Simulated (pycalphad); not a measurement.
All values are pycalphad results on the COST 507 light-alloy database (1999) (1 atm), not direct measurements. The data set is of 1999 and partly superseded. Amounts are mole fractions of atoms.

Problem. Give the equilibrium state of Ti-0.58Hf-0.48B (at.%) at 1150 K.

Solution. HCP_A3, fraction 0.994, with 0.58 Hf, 0.16 B at.%; BM, fraction 0.006, with 0.04 Hf, 50.0 B at.%.

Problem. Give the equilibrium state of Ti-0.58Hf-0.48B (at.%) at 1850 K.

Solution. BCC_A2, fraction 0.925, with 0.58 Hf, 0.15 B at.%; LIQUID, fraction 0.075, with 0.54 Hf, 4.5 B at.%.

Database names, with the compositions (at.%) that they take in these runs: BM: Ti 50 B 50. BCC_A2 is bcc; HCP_A3 is hcp.
